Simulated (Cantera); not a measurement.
Mg(OH)₂ + CO₂ + H₂ (calcination and drying)

Input: 1 mol Mg(OH)₂, 1 mol CO₂, 0.014 mol H₂, held at 1525 °C.

Cantera equilibrium calculation (NASA polynomials, part measured and part estimated; ideal gas, pure solids and liquids). Candidate condensed phases: C, C₆H₆, C₇H₈, C₈H₁₈, H₂O, Mg, MgCO₃, MgO, Mg(OH)₂; 116 gas species. Kinetics and transport are ignored.

```json
[
 {"P (Pa)": "10", "x H₂O": "0.464", "x CO₂": "0.427", "x CO": "0.0516", "x O₂": "0.0278", "x H₂": "0.0147", "x OH": "0.00885", "n MgO(s)": "1.000"},
 {"P (Pa)": "68", "x H₂O": "0.483", "x CO₂": "0.458", "x CO": "0.0296", "x O₂": "0.0143", "x H₂": "0.00819", "x OH": "0.00474", "n MgO(s)": "1.000"},
 {"P (Pa)": "460", "x H₂O": "0.493", "x CO₂": "0.475", "x CO": "0.0171", "x O₂": "0.00683", "x H₂": "0.00465", "x OH": "0.00247", "n MgO(s)": "1.000"},
 {"P (Pa)": "3200", "x H₂O": "0.498", "x CO₂": "0.484", "x CO": "0.0103", "x O₂": "0.00279", "x H₂": "0.00279", "x OH": "0.00122", "n MgO(s)": "1.000"},
 {"P (Pa)": "22000", "x H₂O": "0.501", "x CO₂": "0.489", "x CO": "0.00708", "x O₂": "0.000881", "x H₂": "0.00190", "x OH": "0.000567", "n MgO(s)": "1.000"},
 {"P (Pa)": "150000", "x H₂O": "0.502", "x CO₂": "0.490", "x CO": "0.00587", "x O₂": "0.000189", "x H₂": "0.00157", "x OH": "0.000239", "n MgO(s)": "1.000"},
 {"P (Pa)": "1000000", "x H₂O": "0.502", "x CO₂": "0.491", "x CO": "0.00557", "x O₂": "3.16e-5", "x H₂": "0.00149", "x OH": "9.51e-5", "n MgO(s)": "1.000"}
]
```
x: gas mole fraction; n: condensed amount in mol.

From 10.0 Pa to 1000000 Pa the condensed part is MgO(s). The main Mg-bearing gas is Mg at 10.0 Pa and Mg(OH)₂ at 1000000 Pa.
